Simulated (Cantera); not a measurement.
Feed: 1 mol CS2, 0.55 mol O2, 4.8 mol H2O, at 3075 °C and 10.0 mbar.

These are equilibrium values from Cantera (NASA tables, ideal gas, pure condensed phases), not measurements of a reactor. Candidate condensed phases: C, C6H6, C7H8, C8H18, H2O, H2SO4, S; 123 gas species. The numbers say what is thermodynamically allowed, not how fast it happens.

Base state: H 0.531, O 0.251, S 0.101, CO 0.0601, SO 0.0183, H2 0.0166, OH 0.0133, O2 0.00576 (mole fractions); condensed: gas only.

**Question.** What changes in the equilibrium state with this change: temperature from 3075 °C to 2827 °C?

**Answer.** 
| species | before | after |
|---|---|---|
| H | 0.531 | 0.490 |
| O | 0.251 | 0.193 |
| S | 0.101 | 0.0765 |
| H2 | 0.0166 | 0.0531 |
| H2O | 0.000986 | 0.0105 |
| SO | 0.0183 | 0.0501 |
| OH | 0.0133 | 0.0346 |
| O2 | 0.00576 | 0.0150 |
| CO | 0.0601 | 0.0663 |
| SO2 | 0.000633 | 0.00665 |
| H2S | 1.76e-6 | 1.04e-5 |
| CO2 | 0.000443 | 0.00172 |
| SH | 0.000865 | 0.00179 |
| S2 | 0.000255 | 0.000520 |
